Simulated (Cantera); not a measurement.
Input (Python, Cantera):

```python
import numpy as np
import cantera as ct

gas = ct.Solution("h2o2.yaml")


def delay(T, t_max=10):
    gas.TPX = T, 400000, {'H2': 1, 'O2': 1.09, 'N2': 4.09}
    reactor = ct.IdealGasConstPressureReactor(gas, clone=False)
    net = ct.ReactorNet([reactor])
    net.rtol, net.atol = 1e-8, 1e-16
    while net.time < t_max:
        t_old, T_old = net.time, reactor.T
        net.step()
        if reactor.T > T + 400:  # ignition: a rise of 400 K
            return t_old + (T + 400 - T_old) / (reactor.T - T_old) * (net.time - t_old)
    return np.nan


taus = []
for T in [1323, 1423, 1523, 1623, 1723, 1823, 1923]:
    taus.append(delay(T))
    print(f"T0 = {T:6g} K   tau = {taus[-1]:.4e} s")

# d ln(tau) / d ln(k), from doubling and halving each rate constant
T, sens = 1623, []
for i in range(gas.n_reactions):
    gas.set_multiplier(2.0, i)
    up = delay(T)
    gas.set_multiplier(0.5, i)
    down = delay(T)
    gas.set_multiplier(1.0, i)
    sens.append((np.log(up / down) / np.log(4.0), gas.reaction(i).equation))
sens.sort(key=lambda x: -abs(x[0]))
print(f"sensitivities at {T} K")
for s, eq in sens[:10]:
    print(f"{s:8.3f}  {eq}")
```

Result:

```
T0 =   1323 K   tau = 7.8975e-06 s
T0 =   1423 K   tau = 5.3500e-06 s
T0 =   1523 K   tau = 4.1050e-06 s
T0 =   1623 K   tau = 3.4637e-06 s
T0 =   1723 K   tau = 3.1597e-06 s
T0 =   1823 K   tau = 3.0711e-06 s
T0 =   1923 K   tau = 3.1353e-06 s
sensitivities at 1623 K
  -0.382  H + O2 <=> O + OH
  -0.158  H2 + O <=> H + OH
  -0.134  H + O2 + H2O <=> HO2 + H2O
  -0.115  H2 + OH <=> H + H2O
  -0.056  H + OH + M <=> H2O + M
  -0.052  H + HO2 <=> H2 + O2
  -0.049  H + O2 + N2 <=> HO2 + N2
  -0.017  H + O2 + M <=> HO2 + M
  -0.012  2 OH (+M) <=> H2O2 (+M)
  -0.007  2 H + H2O <=> H2 + H2O
```

Detailed kinetics in Cantera: the H2/O2 subset of GRI-Mech 3.0, which has no nitrogen chemistry. The hydrogen kinetics of GRI-Mech 3.0 are dated; newer H2 mechanisms differ, most at raised pressure. Where the delays flatten at high temperature, the 400 K rule measures the pace of heat release, not the induction time.
